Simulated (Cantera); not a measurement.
Charge: 1 mol MgO, 0.87 mol CO, held at 802 °C and 4800 Pa.

These are equilibrium values from Cantera (NASA tables, ideal gas, pure condensed phases), not measurements of a reactor. Candidate condensed phases: C, Mg, MgCO3, MgO; 15 gas species. Kinetics and transport are ignored.

Base state: CO 0.994, CO2 0.00644 (mole fractions); condensed: C(graphite) + MgO(s).

What changes in the equilibrium state with this change: MgO replaced by TiO2?


```
species             before    after
-----------------  -------  -------
CO                   0.994    0.994
CO2                0.00644  0.00644
C(graphite), mol   0.00557  0.00557
MgO(s), mol           1.00        0
TiO2(rutile), mol        0     1.00
```
Further candidate phases: Ti, TiC, TiO, TiO2, Ti2O3, Ti3O5, Ti4O7.
